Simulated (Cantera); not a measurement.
**Transport properties of process gases**

Gas mixture: CH₃OH = 0.96 (molar parts), at 0.000138 atm, frozen composition.

Cantera's kinetic-theory transport with the Lennard-Jones parameters of GRI-Mech 3.0, ideal gas; thermal conductivity in the multicomponent form. Polar gases are described roughly by these parameters. The composition is frozen, though it would react at the higher temperatures.

```json
[
 {"T (K)": "400", "ρ (kg/m³)": "0.000135", "cp (J/kg/K)": "1604", "μ (µPa s)": "13.1", "λ (mW/m/K)": "28.1", "Pr": "0.748", "D (cm²/s) N₂": "1920", "D (cm²/s) H₂O": "1970", "D (cm²/s) H₂": "7650"},
 {"T (K)": "650", "ρ (kg/m³)": "8.30e-5", "cp (J/kg/K)": "2212", "μ (µPa s)": "21.3", "λ (mW/m/K)": "62.7", "Pr": "0.750", "D (cm²/s) N₂": "4620", "D (cm²/s) H₂O": "5200", "D (cm²/s) H₂": "17800"},
 {"T (K)": "900", "ρ (kg/m³)": "5.99e-5", "cp (J/kg/K)": "2643", "μ (µPa s)": "28.6", "λ (mW/m/K)": "101", "Pr": "0.751", "D (cm²/s) N₂": "8160", "D (cm²/s) H₂O": "9690", "D (cm²/s) H₂": "30900"},
 {"T (K)": "1150", "ρ (kg/m³)": "4.69e-5", "cp (J/kg/K)": "2978", "μ (µPa s)": "35.2", "λ (mW/m/K)": "139", "Pr": "0.751", "D (cm²/s) N₂": "12400", "D (cm²/s) H₂O": "15300", "D (cm²/s) H₂": "46600"},
 {"T (K)": "1400", "ρ (kg/m³)": "3.85e-5", "cp (J/kg/K)": "3214", "μ (µPa s)": "41.1", "λ (mW/m/K)": "176", "Pr": "0.751", "D (cm²/s) N₂": "17300", "D (cm²/s) H₂O": "21800", "D (cm²/s) H₂": "64700"},
 {"T (K)": "1650", "ρ (kg/m³)": "3.27e-5", "cp (J/kg/K)": "3388", "μ (µPa s)": "46.5", "λ (mW/m/K)": "210", "Pr": "0.750", "D (cm²/s) N₂": "22800", "D (cm²/s) H₂O": "29200", "D (cm²/s) H₂": "85100"},
 {"T (K)": "1900", "ρ (kg/m³)": "2.84e-5", "cp (J/kg/K)": "3514", "μ (µPa s)": "51.5", "λ (mW/m/K)": "242", "Pr": "0.749", "D (cm²/s) N₂": "28900", "D (cm²/s) H₂O": "37300", "D (cm²/s) H₂": "108000"}
]
```
D: mixture-averaged diffusion coefficient of that species in the mixture.
